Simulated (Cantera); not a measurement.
A closed system holds: 1 mol FeS2, 0.2 mol SO2, 3.5 mol N2, held at 1.00 bar.

Cantera equilibrium calculation (NASA polynomials, part measured and part estimated; ideal gas, pure solids and liquids). Candidate condensed phases: Fe, FeO, FeS, FeSO4, FeS2, Fe2O3, Fe2(SO4)3, Fe3O4, S; 19 gas species. FeS: taken at fixed stoichiometry. Gases not in the tables: S3 to S7. Rates play no part.

Question: At 1098 K, list the 5 most abundant gas species with their mole fractions, and the condensed phases.

Answer: N2 0.834, S2 0.117, SO2 0.0464, S2O 0.00241, SO 3.07e-5. Condensed: FeS(s).
